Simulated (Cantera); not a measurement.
Charge: 1 mol SiH4, 16 mol H2O, 23 mol H2, at 1025 K and 1.00 bar.

Method: chemical equilibrium by Gibbs-energy minimisation in Cantera with the NASA 1993 tables (ideal gas, pure condensed phases). Candidate condensed phases: H2O, Si, SiO2; 18 gas species. Kinetics and transport are ignored.

Base state: H2 0.659, H2O 0.341 (mole fractions); condensed: SiO2(β-quartz).

Task: What changes in the equilibrium state with this change: SiH4 replaced by SiH2Cl2?

Result: 
```csv
species,before,after
H2,0.659,0.610
H2O,0.341,0.341
HCl,0,0.0488
"SiO2(β-quartz), mol",1.00,1.00
```
